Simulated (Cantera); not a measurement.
Mixture: 35.0 % CO, 5.25 % H₂, 12.6 % O₂, 47.2 % N₂, at 1.00 bar, adiabatic and at constant volume. Ignition delay is the time to a rise of 400 K.

Model: GRI-Mech 3.0 (53 species, 325 reactions), integrated in Cantera. Where the delays flatten at high temperature, the 400 K rule measures the pace of heat release, not the induction time.

Question: Predict: delay at 1050 K; delay at 1200 K; delay at 1350 K; delay at 1500 K.

Answer: 
- delay at 1050 K = 0.237 ms
- delay at 1200 K = 84.7 µs
- delay at 1350 K = 49.8 µs
- delay at 1500 K = 37.2 µs
